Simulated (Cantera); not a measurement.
Feed: 1 mol FeS, a varied amount of SO₂, 1.8 mol CO₂, equilibrated at 1625 K and 8600 Pa.

These are equilibrium values from Cantera (NASA tables, ideal gas, pure condensed phases), not measurements of a reactor. Candidate condensed phases: C, Fe, Fe(CO)₅, FeO, FeS, FeSO₄, FeS₂, Fe₂O₃, Fe₂(SO₄)₃, Fe₃O₄, S; 25 gas species. Metal and sulfide melt together well below either melting point, which pure phases cannot show. Mutual solubility and eutectic melting of coexisting phases are not modelled. The tables' stoichiometric FeO is somewhat more stable than real wüstite, so its field is too wide. FeO, FeS: taken at fixed stoichiometry. The numbers say what is thermodynamically allowed, not how fast it happens.

### Question
Which condensed phases are stable at each of these points (n(SO₂) (mol)): 0.16, 0.22, 0.31, 0.42, 0.58, 0.8, 1.1, 1.5?

### Answer
| n(SO₂) (mol) | condensed phases | Fe condensed (%) |
|---|---|---|
| 0.16 | FeO(s) + FeS(l) | 100.0 |
| 0.22 | FeO(s) + FeS(l) | 100.0 |
| 0.31 | FeO(s) + FeS(l) | 100.0 |
| 0.42 | FeO(s) + FeS(l) | 100.0 |
| 0.58 | FeO(s) + FeS(l) | 100.0 |
| 0.8 | FeO(s) + FeS(l) | 100.0 |
| 1.1 | FeO(s) + FeS(l) | 100.0 |
| 1.5 | FeO(s) | 100.0 |

From 0.16 mol SO₂ to 1.1 mol SO₂ the condensed part is FeO(s) + FeS(l). At 1.5 mol SO₂ the condensed part is FeO(s).
